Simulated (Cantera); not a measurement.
SiH₂Cl₂ + N₂ + NH₃ (silicon nitride deposition)

Charge: 1 mol SiH₂Cl₂, 25 mol N₂, 0.53 mol NH₃, held at 1823.15 K.

Equilibrium computed with Cantera from the NASA thermochemical tables; the gas is ideal and each condensed phase is pure. Candidate condensed phases: NH₄Cl, Si, Si₃N₄; 28 gas species. The tables' values for SiCl, SiCl₃, SiN are old estimates; treat these amounts as uncertain. Kinetics and transport are ignored.

```json
[
 {"P (Pa)": "5", "log p N₂": "-4.36", "log p H₂": "-5.69", "log p HCl": "-5.81", "log p SiCl₂": "-6.13", "log p Si": "-6.04", "log p H": "-6.21", "log p Cl": "-6.44", "n Si(l)": "0", "n Si₃N₄(s)": "0"},
 {"P (Pa)": "15", "log p N₂": "-3.88", "log p H₂": "-5.16", "log p HCl": "-5.41", "log p SiCl₂": "-5.53", "log p Si": "-5.69", "log p H": "-5.94", "log p Cl": "-6.31", "n Si(l)": "0", "n Si₃N₄(s)": "0"},
 {"P (Pa)": "45", "log p N₂": "-3.40", "log p H₂": "-4.64", "log p HCl": "-5.04", "log p SiCl₂": "-4.97", "log p Si": "-5.36", "log p H": "-5.68", "log p Cl": "-6.20", "n Si(l)": "0", "n Si₃N₄(s)": "0"},
 {"P (Pa)": "140", "log p N₂": "-2.90", "log p H₂": "-4.14", "log p HCl": "-4.54", "log p SiCl₂": "-4.47", "log p Si": "-5.35", "log p H": "-5.43", "log p Cl": "-5.95", "n Si(l)": "0.193", "n Si₃N₄(s)": "0"},
 {"P (Pa)": "410", "log p N₂": "-2.43", "log p H₂": "-3.67", "log p HCl": "-4.07", "log p SiCl₂": "-4.00", "log p Si": "-5.35", "log p H": "-5.20", "log p Cl": "-5.72", "n Si(l)": "0.259", "n Si₃N₄(s)": "0"},
 {"P (Pa)": "1200", "log p N₂": "-1.97", "log p H₂": "-3.20", "log p HCl": "-3.60", "log p SiCl₂": "-3.53", "log p Si": "-5.35", "log p H": "-4.96", "log p Cl": "-5.48", "n Si(l)": "0.282", "n Si₃N₄(s)": "0"},
 {"P (Pa)": "3700", "log p N₂": "-1.48", "log p H₂": "-2.72", "log p HCl": "-3.01", "log p SiCl₂": "-3.09", "log p Si": "-5.63", "log p H": "-4.73", "log p Cl": "-5.12", "n Si(l)": "0", "n Si₃N₄(s)": "0.124"},
 {"P (Pa)": "11000", "log p N₂": "-1.00", "log p H₂": "-2.28", "log p HCl": "-2.43", "log p SiCl₂": "-2.69", "log p Si": "-5.95", "log p H": "-4.50", "log p Cl": "-4.77", "n Si(l)": "0", "n Si₃N₄(s)": "0.159"},
 {"P (Pa)": "33000", "log p N₂": "-0.53", "log p H₂": "-1.84", "log p HCl": "-1.87", "log p SiCl₂": "-2.33", "log p Si": "-6.26", "log p H": "-4.28", "log p Cl": "-4.43", "n Si(l)": "0", "n Si₃N₄(s)": "0.195"},
 {"P (Pa)": "100000", "log p N₂": "-0.05", "log p H₂": "-1.39", "log p HCl": "-1.32", "log p SiCl₂": "-2.00", "log p Si": "-6.59", "log p H": "-4.06", "log p Cl": "-4.10", "n Si(l)": "0", "n Si₃N₄(s)": "0.229"}
]
```
log p: log10 of the partial pressure in bar; n: condensed amount in mol.

From 5.00 Pa to 45.0 Pa nothing is condensed. From 140 Pa to 1200 Pa the condensed part is Si(l). From 3700 Pa to 100000 Pa the condensed part is Si₃N₄(s). The main Si-bearing gas is Si at 5.00 Pa and SiCl₂ at 100000 Pa.
